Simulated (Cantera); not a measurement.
What does this Cantera script print?

```python
import numpy as np
import cantera as ct

gas_names = """
    C CO CO2 C2 C2O C3 C3O2 C4 C5 O O2 O3
""".split()
cond_names = """
    C(gr)
""".split()


def load(file, names, dense=False):
    # The tables refer to 1 bar. Condensed volumes are neglected.
    table = {s.name: s for s in ct.Species.list_from_file(file)}
    out = []
    for n in names:
        d = dict(table[n].input_data)
        d["thermo"] = dict(d["thermo"], **{"reference-pressure": 1e5})
        if dense:
            d["equation-of-state"] = {"model": "constant-volume", "density": "1e6 g/cm^3"}
        out.append(ct.Species.from_dict(d))
    return out


gas = ct.Solution(thermo="ideal-gas", species=load("nasa_gas.yaml", gas_names))
cond = {s.name: ct.Solution(thermo="fixed-stoichiometry", species=[s], name=s.name)
        for s in load("nasa_condensed.yaml", cond_names, dense=True)}
atoms = {
    'C': {'C': 1},
    'CO2': {'C': 1, 'O': 2},
}
top_T = {'C(gr)': 4500}  # K; cautious upper limits of use, not melting points


def equilibrate(T, P, feed):
    n = {}
    for name, mol in feed.items():
        for a, k in atoms[name].items():
            n[a] = n.get(a, 0.0) + k * mol
    gas.TPX = T, P, n
    mass = sum(n.values()) * gas.mean_molecular_weight
    gas.equilibrate("TP")
    valid = [c for c in cond.values() if c.min_temp <= T <= top_T.get(c.name, c.max_temp)]
    mix = ct.Mixture([(gas, mass / gas.mean_molecular_weight)] + [(c, 0.0) for c in valid])
    mix.T, mix.P = T, P
    mix.equilibrate("TP", solver="vcs", rtol=1e-11, max_steps=5000)
    return mix


results = []
T = 2725  # K
P = 150000  # Pa
for m in [0.44, 0.5, 0.57, 0.65, 0.75, 0.85, 0.98, 1.1, 1.3, 1.5, 1.7, 1.9, 2.2]:
    feed = {'C': 1, 'CO2': m}  # mol
    mix = equilibrate(T, P, feed)
    results.append((T, P, feed, dict(zip(mix.species_names, mix.species_moles))))
    x = sorted(zip(gas.X, gas.species_names), reverse=True)
    print(f"T = {T:g} K  P = {P:g} Pa  n(CO2) = {m:g} mol  gas = {mix.phase_moles(0):.4g} mol")
    print("   x: " + "  ".join(f"{s} {v:.3e}" for v, s in x if v > 0.001))
    print("   condensed (mol): " + ("  ".join(f"{mix.phase(i).name} {mix.phase_moles(i):.4g}"
          for i in range(1, mix.n_phases) if mix.phase_moles(i) > 1e-12) or "none"))
```

Result:

```
T = 2725 K  P = 150000 Pa  n(CO2) = 0.44 mol  gas = 0.88 mol
   x: CO 1.000e+00
   condensed (mol): C(gr) 0.56
T = 2725 K  P = 150000 Pa  n(CO2) = 0.5 mol  gas = 1 mol
   x: CO 1.000e+00
   condensed (mol): C(gr) 0.5
T = 2725 K  P = 150000 Pa  n(CO2) = 0.57 mol  gas = 1.14 mol
   x: CO 1.000e+00
   condensed (mol): C(gr) 0.43
T = 2725 K  P = 150000 Pa  n(CO2) = 0.65 mol  gas = 1.3 mol
   x: CO 1.000e+00
   condensed (mol): C(gr) 0.35
T = 2725 K  P = 150000 Pa  n(CO2) = 0.75 mol  gas = 1.5 mol
   x: CO 1.000e+00
   condensed (mol): C(gr) 0.25
T = 2725 K  P = 150000 Pa  n(CO2) = 0.85 mol  gas = 1.7 mol
   x: CO 1.000e+00
   condensed (mol): C(gr) 0.15
T = 2725 K  P = 150000 Pa  n(CO2) = 0.98 mol  gas = 1.96 mol
   x: CO 1.000e+00
   condensed (mol): C(gr) 0.01995
T = 2725 K  P = 150000 Pa  n(CO2) = 1.1 mol  gas = 2.1 mol
   x: CO 9.524e-01  CO2 4.743e-02
   condensed (mol): none
T = 2725 K  P = 150000 Pa  n(CO2) = 1.3 mol  gas = 2.301 mol
   x: CO 8.698e-01  CO2 1.296e-01
   condensed (mol): none
T = 2725 K  P = 150000 Pa  n(CO2) = 1.5 mol  gas = 2.503 mol
   x: CO 8.007e-01  CO2 1.980e-01
   condensed (mol): none
T = 2725 K  P = 150000 Pa  n(CO2) = 1.7 mol  gas = 2.705 mol
   x: CO 7.422e-01  CO2 2.558e-01  O 1.012e-03
   condensed (mol): none
T = 2725 K  P = 150000 Pa  n(CO2) = 1.9 mol  gas = 2.908 mol
   x: CO 6.921e-01  CO2 3.050e-01  O2 1.561e-03  O 1.294e-03
   condensed (mol): none
T = 2725 K  P = 150000 Pa  n(CO2) = 2.2 mol  gas = 3.214 mol
   x: CO 6.294e-01  CO2 3.662e-01  O2 2.720e-03  O 1.708e-03
   condensed (mol): none
```

Equilibrium computed with Cantera from the NASA thermochemical tables; the gas is ideal and each condensed phase is pure.
